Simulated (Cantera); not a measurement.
An isothermal, constant-pressure homogeneous reactor starts with 0.971 % H2, 57.1 % O2, 41.7 % N2, 0.194 % H2O, at 1225 K and 1330 Pa.

Model: the H2/O2 subset of GRI-Mech 3.0, which has no nitrogen chemistry, integrated in Cantera. Radical loss at walls, strong at low pressure, is not modelled.

x: mole fraction; the columns are a selection and need not sum to one.

| t (s) | x H2 | x O2 | x OH | x H2O | x O | x H | x H2O2 |
|---|---|---|---|---|---|---|---|
| 4.00e-5 | 0.00971 | 0.571 | 8.05e-11 | 0.00194 | 8.16e-11 | 2.46e-10 | <1e-12 |
| 0.000133 | 0.00971 | 0.571 | 5.93e-10 | 0.00194 | 6.32e-10 | 5.32e-10 | <1e-12 |
| 0.000439 | 0.00971 | 0.571 | 3.46e-9 | 0.00194 | 4.18e-9 | 1.25e-9 | <1e-12 |
| 0.00145 | 0.00971 | 0.571 | 3.87e-8 | 0.00194 | 5.33e-8 | 9.91e-9 | 8.10e-12 |
| 0.00482 | 0.00966 | 0.571 | 2.11e-5 | 0.00198 | 2.98e-5 | 5.23e-6 | 1.38e-10 |
| 0.0160 | 8.56e-5 | 0.563 | 0.000893 | 0.0108 | 0.00763 | 0.000668 | 2.03e-8 |
| 0.0529 | (withheld) | 0.564 | (withheld) | 0.0110 | (withheld) | (withheld) | 1.89e-8 |
| 0.175 | 3.82e-5 | 0.566 | 0.000614 | 0.0112 | 0.00371 | 0.000222 | 1.76e-8 |
| 0.581 | (withheld) | 0.568 | (withheld) | 0.0115 | (withheld) | (withheld) | (withheld) |
| 1.92 | 1.94e-6 | 0.569 | 0.000139 | 0.0116 | 0.000185 | 2.49e-6 | 5.87e-9 |
| 6.38 | 2.62e-7 | 0.569 | 5.14e-5 | 0.0117 | 2.50e-5 | 1.24e-7 | 1.57e-9 |
| 21.1 | 4.15e-8 | 0.569 | 2.05e-5 | 0.0117 | 3.98e-6 | 7.92e-9 | 3.43e-10 |
| 70.0 | 8.72e-9 | 0.569 | 9.43e-6 | 0.0117 | 8.41e-7 | 7.68e-10 | 8.34e-11 |

**Question.** Complete the blanks.

**Answer.** 
- 0.0529, x H2: 6.42e-5
- 0.0529, x OH: 0.000794
- 0.0529, x O: 0.00635
- 0.0529, x H: 0.000493
- 0.581, x H2: 1.18e-5
- 0.581, x OH: 0.000343
- 0.581, x O: 0.00113
- 0.581, x H: 3.76e-5
- 0.581, x H2O2: 1.30e-8
